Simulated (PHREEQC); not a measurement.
Solution (25 °C): 2.2 mol NaBr, 0.22 mol MgSO4 and 1.4 mol MgCl2 per kg of water. Closed to the air; pH follows from the charge balance.

Model: Pitzer model, pitzer.dat, run in PHREEQC.

This is a speciation only: nothing precipitates in the calculation.

What activity of water, osmotic coefficient, density does the model give?

activity of water 0.770; osmotic coefficient 1.602; density 1.261 g/cm³.
